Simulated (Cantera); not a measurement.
An adiabatic, constant-pressure homogeneous reactor starts with H2 : O2 : N2 = 1 : 0.455 : 1.71 (molar parts), equivalence ratio 1.1, at 1475 K and 101000 Pa. Integrator tolerance rtol = 1e-08.

Detailed kinetics in Cantera: GRI-Mech 3.0 (53 species, 325 reactions).

Q: What does this change do: initial temperature 1475 to 1625 K?

A: 
```csv
quantity,before,after
time of steepest temperature rise,14.1 µs,8.89 µs
temperature at 0.200 s,2855 K,2897 K
equilibrium temperature,2855 K,2897 K
x(H2) at 0.200 s,0.0679 (gas-phase equilibrium 0.0679),0.0718 (gas-phase equilibrium 0.0718)
x(O2) at 0.200 s,0.0102 (gas-phase equilibrium 0.0102),0.0114 (gas-phase equilibrium 0.0114)
x(H2O2) at 0.200 s,3.59e-7 (gas-phase equilibrium 3.59e-7),3.90e-7 (gas-phase equilibrium 3.90e-7)
x(H) at 0.200 s,0.0258 (gas-phase equilibrium 0.0258),0.0305 (gas-phase equilibrium 0.0305)
x(N2O) at 0.200 s,3.76e-7 (gas-phase equilibrium 3.76e-7),4.18e-7 (gas-phase equilibrium 4.18e-7)
x(H2O) at 0.200 s,0.256 (gas-phase equilibrium 0.256),0.246 (gas-phase equilibrium 0.246)
x(HO2) at 0.200 s,5.34e-6 (gas-phase equilibrium 5.34e-6),6.18e-6 (gas-phase equilibrium 6.18e-6)
```
